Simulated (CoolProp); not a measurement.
Saturation properties of ammonia (Tc = 405.6 K, pc = 11.36 MPa, ω = 0.256).

Model: reference Helmholtz-energy equation of state, Gao 2020, in CoolProp.

```csv
T (K),p (MPa),enthalpy of vaporisation (kJ/kg),liquid cp (kJ/(kg K)),liquid viscosity (µPa s)
245.4,0.1330,1353,4.487,236
261.4,0.2705,1302,4.552,194
277.3,0.5000,1247,4.633,163
293.3,0.8612,1186,4.740,138
309.3,1.395,(withheld),4.889,118
325.3,2.149,(withheld),5.102,102
341.3,3.174,950.6,5.424,87.5
357.3,4.527,844.8,5.956,74.8
373.3,(withheld),(withheld),(withheld),63.2
```

Problem. Some entries are withheld; supply them.

Solution. 
- 309.3, enthalpy of vaporisation (kJ/kg): 1117
- 325.3, enthalpy of vaporisation (kJ/kg): 1040
- 373.3, p (MPa): 6.274
- 373.3, enthalpy of vaporisation (kJ/kg): 714.3
- 373.3, liquid cp (kJ/(kg K)): 7.008

It boils at 239.8 K under 1 atm.

Viscosity comes from a separate model (Fenghour 1995).
